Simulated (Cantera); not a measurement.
A perfectly stirred reactor is fed with CH4 : N2 = 1 : 65 (molar parts), at 0.168 atm; it is held at 1375 K, and followed from long to short residence time.

Computed with Cantera and GRI-Mech 3.0 (53 species, 325 reactions). GRI-Mech 3.0 stops at C3 and has no aromatics, soot or wall deposition, so with more carbon than oxygen in the feed, carbon stays in small species such as C2H2 where larger ones or solid carbon would form.

What does this change do: temperature 1375 to 1750 K?


```tsv
quantity	before	after
x(CH4) at τ = 9.70 s	0.0128	0.000375
x(C2H) at τ = 9.70 s	4.68e-11	1.77e-7
x(CH2) at τ = 9.70 s	5.02e-10	9.80e-8
x(C2H6) at τ = 9.70 s	1.24e-5	3.37e-8
x(C2H4) at τ = 9.70 s	0.000102	2.01e-6
x(CH4) at τ = 0.170 s	0.0151	0.00349
x(C2H) at τ = 0.170 s	<1e-12	1.10e-7
x(CH2) at τ = 0.170 s	1.49e-10	4.61e-7
x(C2H6) at τ = 0.170 s	3.80e-6	1.78e-6
x(C2H4) at τ = 0.170 s	4.74e-6	7.06e-5
```

What does this change do: N2 65 to 42 parts?


```
quantity                  before     after
----------------------  --------  --------
x(CH4) at τ = 9.70 s      0.0128    0.0198
x(C2H) at τ = 9.70 s    4.68e-11  5.36e-11
x(CH2) at τ = 9.70 s    5.02e-10  4.67e-10
x(C2H6) at τ = 9.70 s    1.24e-5   1.74e-5
x(C2H4) at τ = 9.70 s   0.000102  0.000140
x(CH4) at τ = 0.170 s     0.0151    0.0232
x(C2H) at τ = 0.170 s     <1e-12    <1e-12
x(CH2) at τ = 0.170 s   1.49e-10  1.70e-10
x(C2H6) at τ = 0.170 s   3.80e-6   6.63e-6
x(C2H4) at τ = 0.170 s   4.74e-6   8.39e-6
```

What does this change do: temperature 1375 to 1925 K?


| quantity | before | after |
|---|---|---|
| x(CH4) at τ = 9.70 s | 0.0128 | 6.52e-5 |
| x(C2H) at τ = 9.70 s | 4.68e-11 | 1.18e-6 |
| x(CH2) at τ = 9.70 s | 5.02e-10 | 3.00e-7 |
| x(C2H6) at τ = 9.70 s | 1.24e-5 | 1.50e-9 |
| x(C2H4) at τ = 9.70 s | 0.000102 | 3.70e-7 |
| x(CH4) at τ = 0.170 s | 0.0151 | 0.000887 |
| x(C2H) at τ = 0.170 s | <1e-12 | 9.42e-7 |
| x(CH2) at τ = 0.170 s | 1.49e-10 | 1.70e-6 |
| x(C2H6) at τ = 0.170 s | 3.80e-6 | 1.36e-7 |
| x(C2H4) at τ = 0.170 s | 4.74e-6 | 1.33e-5 |
